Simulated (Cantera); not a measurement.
## Equilibrium for carbon deposition, reforming and gasification: acetone + H2 + N2

Charge: 1 mol acetone, 18 mol H2, 2.8 mol N2.

Equilibrium computed with Cantera from the NASA thermochemical tables; the gas is ideal and each condensed phase is pure. Candidate condensed phases: C, C6H6, C7H8, C8H18, H2O; 136 gas species. The feed counts by its element totals alone. The ideal-gas law is rough above about 30 bar. Kinetics and transport are ignored.

**Question.** Map the stable condensed phases over T = 1277, 1377, 1477, 1577, 1677, 1777, 1877, 1977, 2077, 2177, 2277, 2377, 2477, 2577 °C and P in Pa = 10, 46, 220, 1000, 4600, 22000, 100000, 460000, 2200000, 10000000.

**Answer.** 
```
T in °C \ P in Pa
               10       46      220     1000     4600    22000   100000   460000  2200000 10000000
   2577         A        A        A        A        A        A        A        A        A        A
   2477         A        A        A        B        B        A        A        A        A        A
   2377         A        A        B        B        B        B        B        B        B        B
   2277         A        B        B        B        B        B        B        B        B        B
   2177         B        B        B        B        B        B        B        B        B        B
   2077         B        B        B        B        B        B        B        B        B        B
   1977         B        B        B        B        B        B        B        B        B        B
   1877         B        B        B        B        B        B        B        B        B        B
   1777         B        B        B        B        B        B        B        B        B        B
   1677         B        B        B        B        B        B        B        B        B        B
   1577         B        B        B        B        B        B        B        B        B        B
   1477         B        B        B        B        B        B        B        B        B        B
   1377         B        B        B        B        B        B        B        B        B        B
   1277         B        B        B        B        B        B        B        B        B        A
```
A: gas only; B: C.
